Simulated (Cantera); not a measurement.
Transport properties of process gases

Gas mixture: N₂O = 0.69 (molar parts), at 27.0 Pa, frozen composition.

Cantera's kinetic-theory transport with the Lennard-Jones parameters of GRI-Mech 3.0, ideal gas; thermal conductivity in the mixture-averaged form. The composition is frozen, though it would react at the higher temperatures.

```csv
T (K),ρ (kg/m³),cp (J/kg/K),μ (µPa s),λ (mW/m/K),Pr,D (cm²/s) CH₄,D (cm²/s) O,D (cm²/s) CH₃
400,0.000357,970.3,19.5,25.5,0.741,1090,1580,1100
550,0.000260,1073,25.5,37.0,0.739,1930,2750,1950
700,0.000204,1150,30.8,47.9,0.739,2950,4160,2970
850,0.000168,1210,35.6,58.2,0.739,4120,5780,4150
1000,0.000143,1255,40.0,68.0,0.739,5430,7600,5470
1150,0.000124,1285,44.1,77.1,0.736,6880,9610,6930
```
D: mixture-averaged diffusion coefficient of that species in the mixture.
